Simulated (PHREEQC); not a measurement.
**Leach liquor: speciation**

A solution holds 14 mmol/kgw HCl, 0.3 mmol/kgw Al2(SO4)3 and 6.4 mmol/kgw MgSO4, at 25 °C. Closed to the air; pH follows from the charge balance.

Model: ion-association model, phreeqc.dat, run in PHREEQC.

The pH is 1.99. The ionic strength is 0.0326 mol/kgw. The specific conductance is 5640 µS/cm and the total alkalinity comes out as -14.0 meq/kg.

```tsv
species	molality	activity	log γ
Cl-	0.0140	0.0118	-0.075
H+	0.0118	0.0103	-0.060
Mg+2	0.00521	0.00279	-0.271
SO4-2	0.00352	0.00183	-0.285
HSO4-	0.00216	0.00183	-0.073
MgSO4	0.00119	0.00120	0.003
AlSO4+	0.000383	0.000324	-0.073
Al+3	0.000195	5.61e-5	-0.540
Al(SO4)2-	2.21e-5	1.87e-5	-0.073
```

This is a speciation only: nothing precipitates in the calculation. Complexes and solids missing from the database can't appear.
